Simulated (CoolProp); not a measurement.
A single-stage vapour-compression cycle with R236EA: evaporating at 268.15 K (dew point), condensing at 311.15 K (bubble point), superheat 2 K, subcooling 8 K, compressor efficiency 0.65, no pressure losses. Each further row changes one setting.

Values from CoolProp's reference Helmholtz-energy equation of state, Rui 2013.

```
case                              cooling COP  pressure ratio  discharge temperature (K)  refrigerating effect (kJ/kg)  volumetric capacity (kJ/m³)
--------------------------------  -----------  --------------  -------------------------  ----------------------------  ---------------------------
as stated                                3.52            5.05                      318.4                           129                          565
evaporating temperature 273.15 K         4.17            4.05                      317.3                           133                          715
condensing temperature 306.15 K          4.11            4.30                      313.5                           135                          593
subcooling 13 K                          3.70            5.05                      318.4                           135                          593
superheat 12 K                           3.58            5.05                      329.0                           137                          578
compressor efficiency 0.55               2.98            5.05                      325.5                           129                          565
```
